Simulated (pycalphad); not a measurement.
Source of the numbers: pycalphad with the COST 507 light-alloy database (1999); pressure 1 atm. The database dates from 1999; later assessments differ in places, in temperatures and in the compounds included. Amounts are mole fractions of atoms. Diffusion is slow at the low end, where real alloys seldom reach equilibrium.

### Question
Give the equilibrium state of Ti-1.946Hf-1.091B (wt.%) at 552 °C.

### Answer
```
T = 825.00 K, P = 101325 Pa, N = 1 mol of atoms
G = -40699 J/mol, H = 7043 J/mol, S = 57.87 J/(mol K)  (SER reference)
chemical potentials (J/mol): Ti -33902, Hf -75019, B -173463
phase             fraction      x(Ti)      x(Hf)       x(B)
HCP_A3              0.9067     0.9938     0.0056   0.000613
BM                  0.0933     0.4998   0.000239     0.5000
```

### Question
Give the equilibrium state of Ti-1.946Hf-1.091B (wt.%) at 1302 °C.

### Answer
BCC_A2, fraction 0.909, with 2.0 Hf, 0.04 B wt.%; BM, fraction 0.091, with 0.28 Hf, 18.4 B wt.%.

Database names, with the compositions (at.%) that they take in these runs: BM: Ti 50 B 50. BCC_A2 is bcc; HCP_A3 is hcp.
